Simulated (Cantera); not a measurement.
Feed: 1 mol Fe2O3, 1.3 mol H2, 23 mol N2, held at 2000 K.

These are equilibrium values from Cantera (NASA tables, ideal gas, pure condensed phases), not measurements of a reactor. Candidate condensed phases: Fe, FeO, Fe(OH)2, Fe(OH)3, Fe2O3, Fe3O4, H2O; 27 gas species. The tables' stoichiometric FeO is somewhat more stable than real wüstite, so its field is too wide. FeO: taken at fixed stoichiometry. The numbers say what is thermodynamically allowed, not how fast it happens.

Q: Which condensed phases are stable at each of these points (P (Pa)): 10, 68, 460, 3200, 22000, 150000, 1000000?

A: 
```csv
P (Pa),condensed phases,Fe condensed (%)
10,gas only,0.0
68,FeO(l),56.3
460,FeO(l),91.3
3200,FeO(l),98.2
22000,FeO(l),99.7
150000,FeO(l),99.9
1000000,FeO(l),100.0
```

At 10.0 Pa nothing is condensed. From 68.0 Pa to 10.0 bar the condensed part is FeO(l).
